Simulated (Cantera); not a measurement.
Feed: 1 mol CH3Cl, 0.036 mol HCl, 0.69 mol H2, equilibrated at 902 °C and 0.0220 bar.

Method: chemical equilibrium by Gibbs-energy minimisation in Cantera with the NASA 1993 tables (ideal gas, pure condensed phases). Candidate condensed phases: C, C6H6, C7H8, C8H18; 91 gas species. The numbers say what is thermodynamically allowed, not how fast it happens.

Q: What is the equilibrium state?

A: 
- x(H2): 0.620
- x(HCl): 0.380
- x(CH4): 0.000162
- n(C(graphite)): 1.000 mol
- gas amount: 2.726 mol
